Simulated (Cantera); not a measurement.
An isothermal, constant-pressure homogeneous reactor starts with CH4 : H2 = 1 : 3 (molar parts), at 1050 K and 5400 Pa. Integrator tolerance rtol = 1e-08.

Detailed kinetics in Cantera: GRI-Mech 3.0 (53 species, 325 reactions). GRI-Mech 3.0 stops at C3 and has no aromatics, soot or wall deposition, so with more carbon than oxygen in the feed, carbon stays in small species such as C2H2 where larger ones or solid carbon would form.

### Question
What does this change do: temperature 1050 to 1750 K?

### Answer
```
quantity                                              before                                      after
-----------------  -----------------------------------------  -----------------------------------------
x(CH4) at 3.00 s         0.250 (gas-phase equilibrium 0.249)    0.00200 (gas-phase equilibrium 0.00123)
x(H2) at 3.00 s          0.750 (gas-phase equilibrium 0.751)        0.898 (gas-phase equilibrium 0.898)
x(C2H2) at 3.00 s     <1e-12 (gas-phase equilibrium 6.50e-5)      0.0990 (gas-phase equilibrium 0.0993)
x(C2H6) at 3.00 s    7.41e-9 (gas-phase equilibrium 2.21e-5)    2.63e-8 (gas-phase equilibrium 1.31e-8)
x(C2H4) at 3.00 s  1.37e-10 (gas-phase equilibrium 0.000462)  0.000159 (gas-phase equilibrium 0.000160)
x(C2H) at 3.00 s       <1e-12 (gas-phase equilibrium <1e-12)    7.39e-7 (gas-phase equilibrium 7.43e-7)
x(H) at 3.00 s       8.72e-9 (gas-phase equilibrium 3.04e-8)  0.000953 (gas-phase equilibrium 0.000955)
```
